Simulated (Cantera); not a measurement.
An isothermal plug-flow reactor at 950 K and 750 Torr (inlet), inlet velocity 4.2 m/s, active area per volume 110 1/m; feed H₂ : O₂ : N₂ : H₂O = 0.002 : 0.16 : 0.79 : 0.0081 (molar parts).

Cantera simulation using Deutschmann's 1995 Pt surface mechanism with GRI-Mech 3.0 gas chemistry; the numbers are that mechanism's predictions, not measurements. Catalytic surfaces can have several steady states; this one follows from the mechanism file's or the stated starting coverage. Mass transfer to the wall is taken as infinitely fast.

What does this change do: temperature 950 to 600 K?


| quantity | before | after |
|---|---|---|
| x(H₂) at z = 0.048 m | 5.37e-6 | 0.00118 |
| x(O₂) at z = 0.048 m | 0.166 | 0.166 |
| x(H₂O) at z = 0.048 m | 0.0105 | 0.00934 |
| θ(free Pt) at the exit | 0.126 | 0.0117 |
| θ(O*) at the exit | 0.872 | 0.984 |
| θ(OH*) at the exit | 0.00184 | 0.00457 |
